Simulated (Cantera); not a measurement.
A perfectly stirred reactor is fed with 34.4 % H2, 39.5 % O2, 26.1 % N2, equivalence ratio 0.43, at 0.898 atm; it is held at 1050 K, and followed from long to short residence time.

Computed with Cantera and GRI-Mech 3.0 (53 species, 325 reactions). The temperature is held fixed by assumption; the heat of reaction is taken as removed at once.

One state of this run: x H2 = 0.154; x O2 = 0.325; x N2O = 8.96e-9; x H2O = 0.228; x H2O2 = 0.00127. x: mole fraction; the columns are a selection and need not sum to one.

Q: Which value of τ (s) does it belong to?
(A) 0.031
(B) 4.5
(C) 0.0090
(D) 0.11

A: C, 0.0090
